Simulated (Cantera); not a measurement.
Input (Python, Cantera):

```python
import numpy as np
import cantera as ct

gas = ct.Solution("gri30.yaml")
gas.TPX = 623, 500000, {'CO': 1, 'H2': 0.038, 'O2': 0.346, 'N2': 1.3}
flame = ct.FreeFlame(gas, width=0.013)
flame.set_refine_criteria(ratio=3, slope=0.08, curve=0.16)
flame.transport_model = "mixture-averaged"
flame.solve(loglevel=0, auto=True)
z, T = flame.grid, flame.T
thick = (T[-1] - T[0]) / np.gradient(T, z).max()
show = ['CO', 'H2', 'O2', 'NO', 'O', 'N2O']
print(f"laminar burning velocity  {flame.velocity[0] * 100:.3f} cm/s")
print(f"burnt temperature         {T[-1]:.1f} K")
print(f"thermal thickness         {thick * 1e3:.4f} mm")
print(f"grid points               {len(z)}")
z0 = z[flame.heat_release_rate.argmax()]
print(f"{'z/mm':>9s}{'T/K':>9s}{'u/(m/s)':>9s}" + "".join(f"{s:>11s}" for s in show))
rows = []
for k in (-3, -2, -1.5, -1, -0.5, -0.25, 0, 0.25, 0.5, 1, 2, 4, 8):
    zz = z0 + k * thick
    rows.append([k * thick, np.interp(zz, z, T), np.interp(zz, z, flame.velocity),
                 *(np.interp(zz, z, flame.X[gas.species_index(s)]) for s in show)])
    print(f"{rows[-1][0] * 1e3:9.3f}{rows[-1][1]:9.1f}{rows[-1][2]:9.3f}" + "".join(f"{x:11.3e}" for x in rows[-1][3:]))
```

Result:

```
laminar burning velocity  129.854 cm/s
burnt temperature         2586.4 K
thermal thickness         0.1312 mm
grid points               113
     z/mm      T/K  u/(m/s)         CO         H2         O2         NO          O        N2O
   -0.393    623.0    1.299  3.726e-01  1.413e-02  1.289e-01  9.134e-13  3.601e-14  1.062e-14
   -0.262    623.0    1.298  3.726e-01  1.402e-02  1.289e-01  1.723e-11  3.592e-12  2.605e-13
   -0.197    623.2    1.298  3.727e-01  1.377e-02  1.290e-01  1.881e-10  2.081e-10  3.882e-12
   -0.131    624.8    1.301  3.729e-01  1.307e-02  1.290e-01  2.090e-09  9.012e-09  5.785e-11
   -0.066    668.7    1.389  3.718e-01  1.060e-02  1.280e-01  9.087e-08  2.426e-06  3.716e-09
   -0.033    930.6    1.915  3.556e-01  7.562e-03  1.175e-01  1.500e-06  3.003e-04  6.249e-08
    0.000   1400.2    2.811  3.059e-01  3.342e-03  8.571e-02  8.918e-06  5.381e-03  4.525e-07
    0.033   1731.4    3.383  2.524e-01  1.412e-03  5.249e-02  2.639e-05  1.207e-02  9.252e-07
    0.066   1922.6    3.689  2.213e-01  1.287e-03  3.573e-02  4.764e-05  1.295e-02  9.685e-07
    0.131   2118.3    4.000  1.988e-01  1.414e-03  2.485e-02  8.489e-05  9.755e-03  8.606e-07
    0.262   2290.2    4.271  1.835e-01  1.400e-03  1.773e-02  1.456e-04  5.687e-03  7.584e-07
    0.525   2423.6    4.475  1.703e-01  1.306e-03  1.136e-02  2.506e-04  2.983e-03  6.057e-07
    1.049   2517.3    4.614  1.600e-01  1.225e-03  6.325e-03  4.109e-04  1.435e-03  4.231e-07
```

Detailed kinetics in Cantera: GRI-Mech 3.0 (53 species, 325 reactions). The hydrogen kinetics of GRI-Mech 3.0 are dated; newer H2 mechanisms differ, most at raised pressure. Burning velocities carry a grid error of a few per cent, more on coarse grids.
